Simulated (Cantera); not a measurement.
Input (Python, Cantera) and output of one run.

```python
import numpy as np
import cantera as ct

gas_names = """
    CL CL2 H HCL H2 Si SiCL SiCL2 SiCL3 SiCL4 SiH SiHCL3 SiH2 SiH2CL2 SiH3 SiH3CL SiH4 Si2 Si3
""".split()
cond_names = """
    Si(cr) Si(L)
""".split()


# ... load() reads the species with a 1 bar reference pressure and builds the phases ...
atoms = {
    'Si3H8': {'Si': 3, 'H': 8},
    'Cl2': {'CL': 2},
    'H2': {'H': 2},
}
top_T = {}  # K; cautious upper limits of use, not melting points


# ... equilibrate(T, P, feed) seeds the gas with the atoms and calls Mixture.equilibrate('TP', solver="vcs", rtol=1e-11, max_steps=5000) ...
results = []
feed = {'Si3H8': 1, 'Cl2': 0.22, 'H2': 13}  # mol
P = 480  # Pa
for T in [923, 1023, 1123, 1223, 1323, 1423, 1523]:
    mix = equilibrate(T, P, feed)
    results.append((T, P, feed, dict(zip(mix.species_names, mix.species_moles))))
    x = sorted(zip(gas.X, gas.species_names), reverse=True)
    print(f"T = {T:g} K  P = {P:g} Pa  gas = {mix.phase_moles(0):.4g} mol")
    print("   x: " + "  ".join(f"{s} {v:.3e}" for v, s in x if v > 0.0001))
    print("   condensed (mol): " + ("  ".join(f"{mix.phase(i).name} {mix.phase_moles(i):.4g}"
          for i in range(1, mix.n_phases) if mix.phase_moles(i) > 1e-12) or "none"))
```

Result:

```
T = 923 K  P = 480 Pa  gas = 17.15 mol
   x: H2 9.861e-01  HCL 9.390e-03  SiCL4 3.052e-03  SiHCL3 1.142e-03  SiCL2 1.285e-04
   condensed (mol): Si(cr) 2.923
T = 1023 K  P = 480 Pa  gas = 17.19 mol
   x: H2 9.797e-01  HCL 1.787e-02  SiCL4 1.111e-03  SiCL2 5.794e-04  SiHCL3 5.155e-04  SiCL3 1.746e-04
   condensed (mol): Si(cr) 2.959
T = 1123 K  P = 480 Pa  gas = 17.21 mol
   x: H2 9.764e-01  HCL 2.220e-02  SiCL2 1.066e-03  SiCL4 1.404e-04  SiCL3 1.098e-04  SiHCL3 1.059e-04
   condensed (mol): Si(cr) 2.975
T = 1223 K  P = 480 Pa  gas = 17.22 mol
   x: H2 9.759e-01  HCL 2.273e-02  SiCL2 1.288e-03
   condensed (mol): Si(cr) 2.976
T = 1323 K  P = 480 Pa  gas = 17.22 mol
   x: H2 9.759e-01  HCL 2.261e-02  SiCL2 1.432e-03
   condensed (mol): Si(cr) 2.975
T = 1423 K  P = 480 Pa  gas = 17.22 mol
   x: H2 9.759e-01  HCL 2.241e-02  SiCL2 1.551e-03
   condensed (mol): Si(cr) 2.973
T = 1523 K  P = 480 Pa  gas = 17.22 mol
   x: H2 9.758e-01  HCL 2.221e-02  SiCL2 1.653e-03  H 3.295e-04
   condensed (mol): Si(cr) 2.971
```

Cantera equilibrium calculation (NASA polynomials, part measured and part estimated; ideal gas, pure solids and liquids). The feed counts by its element totals alone. The tables' values for SiCl3 are old estimates; treat these amounts as uncertain.
